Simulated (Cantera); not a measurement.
Charge: 1 mol Ca(OH)2, 3 mol CO2, 2.8 mol H2O, at 1200 K and 9.90 bar.

These are equilibrium values from Cantera (NASA tables, ideal gas, pure condensed phases), not measurements of a reactor. Candidate condensed phases: C, C6H6, C7H8, C8H18, Ca, CaCO3, CaO, Ca(OH)2, H2O; 115 gas species. Kinetics and transport are ignored.

Base state: H2O 0.655, CO2 0.345 (mole fractions); condensed: CaCO3(calcite).

Task: What changes in the equilibrium state with this change: temperature from 1200 K to 1675 K?

Result: 
| species | before | after |
|---|---|---|
| H2O | 0.655 | 0.558 |
| CO2 | 0.345 | 0.441 |
| CO | 1.47e-6 | 0.000430 |
| OH | 2.30e-7 | 7.78e-5 |
| O2 | 1.69e-6 | 0.000278 |
| CaCO3(calcite), mol | 1.00 | 0 |
| CaO(s), mol | 0 | 1.000 |
